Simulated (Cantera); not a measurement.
Hydrogen reduction and annealing atmospheres: TiO2 + H2

Charge: 1 mol TiO2, 0.88 mol H2, equilibrated at 0.133 bar.

Equilibrium computed with Cantera from the NASA thermochemical tables; the gas is ideal and each condensed phase is pure. Candidate condensed phases: H2O, Ti, TiO, TiO2, Ti2O3, Ti3O5, Ti4O7; 12 gas species. Mutual solubility and eutectic melting of coexisting phases are not modelled. Condensed phases not in the tables: Magnéli phases beyond Ti4O7. Gases not in the tables: TiO(OH)2. Equilibrium is a limit: real reactors are often held back by kinetics, nucleation or transport.

```
T (K)  log p H2  log p H2O  log p H  log p OH  log p TiO2  log p O  n TiO2(rutile)  n Ti4O7(s)  n Ti4O7(l)
-----  --------  ---------  -------  --------  ----------  -------  --------------  ----------  ----------
1000      -0.88      -5.01    -9.08      <-12        <-12     <-12           1.000     6.52e-5           0
1100      -0.88      -4.38    -8.03      <-12        <-12     <-12           0.999    0.000277           0
1200      -0.88      -3.85    -7.14    -12.21        <-12     <-12           0.996    0.000934           0
1300      -0.88      -3.40    -6.39    -10.80        <-12     <-12           0.989     0.00263           0
1400      -0.88      -3.01    -5.75     -9.59        <-12     <-12           0.974     0.00640           0
1500      -0.88      -2.68    -5.20     -8.53      -12.00     <-12           0.944      0.0139           0
1600      -0.89      -2.38    -4.71     -7.61      -10.66   -11.51           0.891      0.0273           0
1700      -0.90      -2.13    -4.28     -6.79       -9.48   -10.27           0.803      0.0493           0
1800      -0.92      -1.90    -3.91     -6.07       -8.43    -9.17           0.670      0.0825           0
1900      -0.94      -1.71    -3.57     -5.43       -7.50    -8.18           0.486       0.128           0
2000      -1.02      -1.43    -3.30     -4.71       -6.67    -7.13          0.0247           0       0.244
2100      -1.02      -1.42    -3.02     -4.34       -6.03    -6.48               0           0       0.250
2200      -1.03      -1.43    -2.76     -4.02       -5.45    -5.91               0           0       0.250
```
log p: log10 of the partial pressure in bar; n: condensed amount in mol.

From 1000 K to 1900 K the condensed part is TiO2(rutile) + Ti4O7(s). At 2000 K the condensed part is TiO2(rutile) + Ti4O7(l). From 2100 K to 2200 K the condensed part is Ti4O7(l).
